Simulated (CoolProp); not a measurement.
Hexamethyldisiloxane (MM) at several states: density (kg/m³) from the reference equation and from simpler models built on Tc = 518.7 K, pc = 1931 kPa, ω = 0.418; each cubic takes its own stable root.

Values from CoolProp's reference Helmholtz-energy equation of state, Thol 2016.

```tsv
T (K)	p (kPa)	phase	reference	van der Waals	Redlich-Kwong	Soave-Redlich-Kwong	Peng-Robinson
256.7	120	liquid	802.6	478.3	710.3	737.4	828.4
537.5	5540	supercritical	468.7	353.4	430.5	420.8	465.5
440.8	411	gas	21.53	20.29	20.87	21.26	21.49
554.3	56.5	gas	2.007	2.006	2.007	2.006	2.008
256.4	146	liquid	802.9	478.5	710.6	737.6	828.6
```
